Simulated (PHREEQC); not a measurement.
Solution (20 °C): 0.023 mol/kgw FeCl3, 0.00033 mol/kgw NaHCO3 and 0.00063 mol/kgw CO2. Closed to the air; pH follows from the charge balance.

All values are PHREEQC results (ion-association model, phreeqc.dat), not measurements.

Precipitation was switched off in this run.

Q: Order these Cl species by the share of Cl that they hold, largest first: FeCl+2, Cl-, FeCl2+.

A: Cl- (91 %), FeCl+2 (7.4 %), FeCl2+ (1.7 %)

Q: Order these Fe species by the share of Fe that they hold, largest first: FeCl+2, FeOH+2, Fe2(OH)2+4, Fe3(OH)4+5, Fe+3.

A: Fe+3 (39 %), FeCl+2 (22 %), Fe2(OH)2+4 (19 %), FeOH+2 (13 %), Fe3(OH)4+5 (4.0 %)

The pH is 2.17 and the ionic strength 0.114 mol/kgw. Saturation is exceeded, for instance for Hematite (slow to form), Goethite (slow to form); the values hold only as long as no solid forms. Complexes and solids missing from the database can't appear.
